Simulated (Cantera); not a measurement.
A Cantera script and what it prints.

```python
import numpy as np
import cantera as ct

gas_names = [...]  # 92 gases of nasa_gas.yaml made of C, H, N
cond_names = """
    C(gr) C6H6(L) C7H8(L) C8H18(L),n-octa
""".split()


# ... load() reads the species with a 1 bar reference pressure and builds the phases ...
atoms = {
    'CH4': {'C': 1, 'H': 4},
    'NH3': {'N': 1, 'H': 3},
    'N2': {'N': 2},
}
top_T = {'C(gr)': 4500}  # K; cautious upper limits of use, not melting points


# ... equilibrate(T, P, feed) seeds the gas with the atoms and calls Mixture.equilibrate('TP', solver="vcs", rtol=1e-11, max_steps=5000) ...
results = []
feed = {'CH4': 1, 'NH3': 0.13, 'N2': 3.6}  # mol
P = 1333.22  # Pa
for T in [525, 725, 925, 1125, 1325, 1525, 1725, 1925, 2125, 2325, 2525]:
    mix = equilibrate(T, P, feed)
    results.append((T, P, feed, dict(zip(mix.species_names, mix.species_moles))))
    x = sorted(zip(gas.X, gas.species_names), reverse=True)
    print(f"T = {T:g} K  P = {P:g} Pa  gas = {mix.phase_moles(0):.4g} mol")
    print("   x: " + "  ".join(f"{s} {v:.3e}" for v, s in x if v > 1e-06))
    print("   condensed (mol): " + ("  ".join(f"{mix.phase(i).name} {mix.phase_moles(i):.4g}"
          for i in range(1, mix.n_phases) if mix.phase_moles(i) > 1e-12) or "none"))
```

It prints:

```
T = 525 K  P = 1333.22 Pa  gas = 5.042 mol
   x: N2 7.269e-01  CH4 1.622e-01  H2 1.109e-01  NH3 7.498e-05
   condensed (mol): C(gr) 0.1823
T = 725 K  P = 1333.22 Pa  gas = 5.808 mol
   x: N2 6.310e-01  H2 3.601e-01  CH4 8.873e-03  NH3 1.568e-05
   condensed (mol): C(gr) 0.9485
T = 925 K  P = 1333.22 Pa  gas = 5.858 mol
   x: N2 6.257e-01  H2 3.739e-01  CH4 4.229e-04  NH3 2.398e-06
   condensed (mol): C(gr) 0.9975
T = 1125 K  P = 1333.22 Pa  gas = 5.86 mol
   x: N2 6.255e-01  H2 3.745e-01  CH4 5.394e-05  HCN 1.486e-05
   condensed (mol): C(gr) 0.9996
T = 1325 K  P = 1333.22 Pa  gas = 5.86 mol
   x: N2 6.254e-01  H2 3.745e-01  HCN 1.262e-04  CH4 1.255e-05  H 8.667e-06  HNC 1.120e-06
   condensed (mol): C(gr) 0.9992
T = 1525 K  P = 1333.22 Pa  gas = 5.86 mol
   x: N2 6.251e-01  H2 3.742e-01  HCN 6.081e-04  H 1.253e-04  HNC 1.112e-05  C2H2,acetylene 4.524e-06  CH4 4.258e-06
   condensed (mol): C(gr) 0.9963
T = 1725 K  P = 1333.22 Pa  gas = 5.863 mol
   x: N2 6.241e-01  H2 3.728e-01  HCN 2.022e-03  H 9.821e-04  HNC 6.435e-05  C2H2,acetylene 3.435e-05  CH4 1.851e-06
   condensed (mol): C(gr) 0.9874
T = 1925 K  P = 1333.22 Pa  gas = 5.875 mol
   x: N2 6.211e-01  H2 3.682e-01  HCN 5.188e-03  H 5.024e-03  HNC 2.559e-04  C2H2,acetylene 1.686e-04  CN 1.393e-06
   condensed (mol): C(gr) 0.966
T = 2125 K  P = 1333.22 Pa  gas = 5.915 mol
   x: N2 6.137e-01  H2 3.552e-01  H 1.874e-02  HCN 1.094e-02  HNC 7.692e-04  C2H2,acetylene 5.953e-04  CN 1.777e-05  C2N2 3.372e-06
   condensed (mol): C(gr) 0.9235
T = 2325 K  P = 1333.22 Pa  gas = 6.024 mol
   x: N2 5.976e-01  H2 3.250e-01  H 5.431e-02  HCN 1.948e-02  HNC 1.836e-03  C2H2,acetylene 1.589e-03  CN 1.444e-04  C2N2 1.500e-05  C2H 1.277e-05  C4H2 3.185e-06  C3 1.981e-06
   condensed (mol): C(gr) 0.8511
T = 2525 K  P = 1333.22 Pa  gas = 6.257 mol
   x: N2 5.688e-01  H2 2.682e-01  H 1.257e-01  HCN 2.942e-02  HNC 3.545e-03  C2H2,acetylene 3.220e-03  CN 8.269e-04  C2H 1.142e-04  C3 5.479e-05  C2N2 5.124e-05  C 1.754e-05  C4H2 1.598e-05  C2 5.072e-06  C2H2,vinylidene 2.729e-06  N 2.401e-06  CH 1.197e-06  CH3 1.159e-06  CH2 1.133e-06
   condensed (mol): C(gr) 0.7445
```

These are equilibrium values from Cantera (NASA tables, ideal gas, pure condensed phases), not measurements of a reactor.
